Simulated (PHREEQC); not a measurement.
PHREEQC input (Pitzer model, pitzer.dat):

```
SOLUTION 1
  temp 25
  units mol/kgw
  pH 7 charge
  C(4) 0.45
  Na 0.85
  S(6) 0.12
  Cl 0.16
END
USE solution 1
INCREMENTAL_REACTIONS false
REACTION 1
  H2O -1
  0 9.886 18.011 24.689 30.178 34.689 38.397 41.444
  43.949 46.007 47.699 49.089 50.232 51.172 51.944 52.578
  53.1 53.528 53.88 54.17 54.408 54.603 54.764 54.896
  55.005 55.094 55.168 moles
EQUILIBRIUM_PHASES 1
  Burkeite 0 0
  Halite 0 0
  Mirabilite 0 0
  Nahcolite 0 0
  Natron 0 0
  Thenardite 0 0
  Trona 0 0
SELECTED_OUTPUT 1
  -reset false
  -pH true
  -pe true
  -ionic_strength true
  -water true
  -activities H2O
  -totals C Cl Na S
  -molalities H+ Na+ Cl- CO3-2 SO4-2 OH- HCO3- CO2 HSO4-
  -equilibrium_phases Burkeite Halite Mirabilite Nahcolite Natron Thenardite Trona
PRINT
  -reset false
END
```

Selected output (columns that matter, 26 of 27 rows; water left (kg) added in front):

```
water left (kg)	pH	mu	C	Cl	Na	S	m_H+	m_Na+	m_Cl-	la_H2O	Halite	Mirabilite	Nahcolite	Thenardite
1	7.7757	0.97747	0.45	0.16	0.85	0.12	2.9798e-08	0.85	0.16	-0.01004	0	0	0	0
0.821893	7.7336	1.1893	0.54752	0.19467	1.0342	0.146	3.2843e-08	1.0342	0.19467	-0.012099	0	0	0	0
0.675513	7.687	1.4469	0.66616	0.23686	1.2583	0.17764	3.6273e-08	1.2583	0.23686	-0.014582	0	0	0	0
0.555201	7.6353	1.7604	0.81052	0.28818	1.531	0.21614	4.0103e-08	1.531	0.28818	-0.017581	0	0	0	0
0.456309	7.5775	2.1416	0.98617	0.35064	1.8628	0.26298	4.4316e-08	1.8628	0.35064	-0.021213	0	0	0	0
0.375011	7.5579	2.3579	0.95609	0.42665	2.0227	0.31999	4.5004e-08	2.0227	0.42665	-0.022819	0	0	0.091455	0
0.308183	7.5366	2.6105	0.90912	0.51917	2.207	0.38938	4.5544e-08	2.207	0.51917	-0.024687	0	0	0.16982	0
0.253269	7.5109	2.9237	0.85764	0.63174	2.437	0.4738	4.6061e-08	2.437	0.63174	-0.027081	0	0	0.23278	0
0.208124	7.48	3.3122	0.80196	0.76877	2.7239	0.57658	4.6414e-08	2.7239	0.76877	-0.030172	0	0	0.28309	0
0.171036	7.4434	3.7934	0.74258	0.93548	3.0813	0.70161	4.6376e-08	3.0813	0.93548	-0.03419	0	0	0.32299	0
0.140544	7.4005	4.3891	0.68004	1.1384	3.5261	0.85383	4.5623e-08	3.5261	1.1384	-0.039465	0	0	0.35442	0
0.115494	7.3511	5.1253	0.61507	1.3853	4.0784	1.039	4.3747e-08	4.0784	1.3853	-0.046463	0	0	0.37896	0
0.0948969	7.2948	6.0344	0.5483	1.686	4.7634	1.2645	4.0309e-08	4.7634	1.686	-0.055875	0	0	0.39797	0
0.0606262	7.1789	8.0417	0.39993	2.6391	6.3714	1.6662	2.7366e-08	6.3714	2.6391	-0.084751	0	0.018987	0.42575	0
0.0526236	7.156	8.3839	0.35537	3.0405	6.7188	1.6615	2.3309e-08	6.7188	3.0405	-0.094351	0	0	0.4313	0.032567
0.0432185	7.1552	8.032	0.29729	3.7021	6.6855	1.3431	1.9016e-08	6.6855	3.7021	-0.10238	0	0	0.43715	0.061955
0.0355069	7.1443	7.8008	0.23896	4.5062	6.7802	1.0175	1.4736e-08	6.7802	4.5062	-0.11404	0	0	0.44152	0.08387
0.0291647	7.1209	7.7821	0.1861	5.4251	7.0567	0.72278	1.098e-08	7.0567	5.4251	-0.13028	0.0017793	0	0.44457	0.09892
0.0239398	7.1209	7.7821	0.1861	5.4251	7.0567	0.72278	1.098e-08	7.0567	5.4251	-0.13028	0.030125	0	0.44554	0.1027
0.0196518	7.1209	7.7821	0.1861	5.4251	7.0567	0.72278	1.098e-08	7.0567	5.4251	-0.13028	0.053387	0	0.44634	0.1058
0.0161386	7.1209	7.7821	0.1861	5.4251	7.0567	0.72278	1.098e-08	7.0567	5.4251	-0.13028	0.072447	0	0.447	0.10834
0.0132378	7.1209	7.7821	0.1861	5.4251	7.0567	0.72278	1.098e-08	7.0567	5.4251	-0.13028	0.088184	0	0.44754	0.11043
0.0108596	7.1209	7.7821	0.1861	5.4251	7.0567	0.72278	1.098e-08	7.0567	5.4251	-0.13028	0.10109	0	0.44798	0.11215
0.00889579	7.1209	7.7821	0.1861	5.4251	7.0567	0.72278	1.098e-08	7.0567	5.4251	-0.13028	0.11174	0	0.44834	0.11357
0.00729229	7.1209	7.7821	0.1861	5.4251	7.0567	0.72278	1.098e-08	7.0567	5.4251	-0.13028	0.12044	0	0.44864	0.11473
0.00595905	7.1209	7.7821	0.1861	5.4251	7.0567	0.72278	1.098e-08	7.0567	5.4251	-0.13028	0.12767	0	0.44889	0.11569
```

Complexes and solids missing from the database can't appear.
